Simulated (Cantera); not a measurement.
A closed system holds: 1 mol SiH₄, 0.011 mol Cl₂, 120 mol H₂, equilibrated at 1648.15 K and 1.33 mbar.

These are equilibrium values from Cantera (NASA tables, ideal gas, pure condensed phases), not measurements of a reactor. Candidate condensed phases: Si; 19 gas species. Rates play no part.

Base state: H₂ 0.997, H 0.00244, Si 0.000194, HCl 0.000179, SiH 1.30e-5 (mole fractions); condensed: Si(s).

Task: What changes in the equilibrium state with this change: Cl₂ from 0.011 to 0.12 mol?

Result: 
```
species       before     after
----------  --------  --------
H₂             0.997     0.995
H            0.00244   0.00244
HCl         0.000179   0.00193
SiCl₂        1.14e-7   1.33e-5
Si          0.000194  0.000194
SiH          1.30e-5   1.30e-5
Si(s), mol     0.973     0.971
```

Task: What changes in the equilibrium state with this change: temperature from 1648.15 K to 1748.15 K?

Result: 
| species | before | after |
|---|---|---|
| H₂ | 0.997 | 0.992 |
| H | 0.00244 | 0.00624 |
| Si | 0.000194 | 0.00109 |
| SiH | 1.30e-5 | 5.30e-5 |
| SiH₂ | 8.46e-6 | 2.04e-5 |
| Si(s), mol | 0.973 | 0 |
| Si(l), mol | 0 | 0.855 |
Gases not in the tables: Si₂H₆ and higher silanes.
